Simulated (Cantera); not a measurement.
A perfectly stirred reactor is fed with NO : N₂ = 1 : 6.3 (molar parts), at 113 Torr; it is held at 2125 K, and followed from long to short residence time.

Cantera simulation using GRI-Mech 3.0 (53 species, 325 reactions); the numbers are that mechanism's predictions, not measurements.

### Question
What does this change do: NO 1 to 8.4 parts?

### Answer
```tsv
quantity	before	after
x(NO) at τ = 23.0 s	0.0136	0.0334
x(N₂O) at τ = 23.0 s	2.05e-7	5.57e-7
x(NO₂) at τ = 23.0 s	4.02e-6	2.07e-5
x(O₂) at τ = 23.0 s	0.0611	0.268
x(N₂) at τ = 23.0 s	0.924	0.697
x(NO) at τ = 79.0 ms	0.134	0.528
x(N₂O) at τ = 79.0 ms	8.43e-6	0.000117
x(NO₂) at τ = 79.0 ms	9.20e-6	0.000102
x(O₂) at τ = 79.0 ms	0.00156	0.0211
x(N₂) at τ = 79.0 ms	0.865	0.450
```

### Question
What does this change do: temperature 2125 to 1800 K?

### Answer
```tsv
quantity	before	after
x(NO) at τ = 23.0 s	0.0136	0.104
x(N₂O) at τ = 23.0 s	2.05e-7	4.28e-6
x(NO₂) at τ = 23.0 s	4.02e-6	2.88e-5
x(O₂) at τ = 23.0 s	0.0611	0.0163
x(N₂) at τ = 23.0 s	0.924	0.879
x(NO) at τ = 79.0 ms	0.134	0.137
x(N₂O) at τ = 79.0 ms	8.43e-6	6.63e-6
x(NO₂) at τ = 79.0 ms	9.20e-6	9.57e-6
x(O₂) at τ = 79.0 ms	0.00156	4.71e-5
x(N₂) at τ = 79.0 ms	0.865	0.863
```

### Question
What does this change do: pressure from 113 Torr to 20.0 Torr?

### Answer
```csv
quantity,before,after
x(NO) at τ = 23.0 s,0.0136,0.0222
x(N₂O) at τ = 23.0 s,2.05e-7,2.05e-7
x(NO₂) at τ = 23.0 s,4.02e-6,2.65e-6
x(O₂) at τ = 23.0 s,0.0611,0.0561
x(N₂) at τ = 23.0 s,0.924,0.919
x(NO) at τ = 79.0 ms,0.134,0.136
x(N₂O) at τ = 79.0 ms,8.43e-6,8.34e-6
x(NO₂) at τ = 79.0 ms,9.20e-6,1.17e-6
x(O₂) at τ = 79.0 ms,0.00156,0.000150
x(N₂) at τ = 79.0 ms,0.865,0.863
```
Radical loss at walls, strong at low pressure, is not modelled.
